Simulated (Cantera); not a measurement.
## Catalytic combustion on Pt

An isothermal plug-flow reactor at 1175 K and 180000 Pa (inlet), inlet velocity 2.2 m/s, active area per volume 4700 1/m; feed 0.285 % CH4, 7.07 % O2, 90.0 % N2, 2.62 % H2O, equivalence ratio 0.081.

Detailed kinetics in Cantera: Deutschmann's 1995 Pt surface mechanism with GRI-Mech 3.0 gas chemistry. Catalytic surfaces can have several steady states; this one follows from the mechanism file's or the stated starting coverage. Mass transfer to the wall is taken as infinitely fast.

```
z (m)       x CH4    x O2   x H2O     x CO2     x CO  θ free Pt   θ O*    θ OH*
-------  --------  ------  ------  --------  -------  ---------  -----  -------
0.00021   0.00245  0.0699  0.0270  0.000387  2.80e-6      0.375  0.622  0.00284
0.00044   0.00208  0.0691  0.0277  0.000753  2.38e-6      0.376  0.621  0.00288
0.00095   0.00144  0.0679  0.0290   0.00138  1.66e-6      0.377  0.620  0.00294
0.0021   0.000624  0.0663  0.0306   0.00218  7.34e-7      0.378  0.619  0.00302
0.0044   0.000116  0.0653  0.0316   0.00269  1.53e-7      0.379  0.618  0.00307
0.0095    2.80e-6  0.0650  0.0319   0.00281  1.48e-8      0.379  0.618  0.00308
0.021     1.17e-9  0.0650  0.0319   0.00282  4.48e-9      0.379  0.618  0.00308
```
x: gas mole fraction; θ: surface coverage.
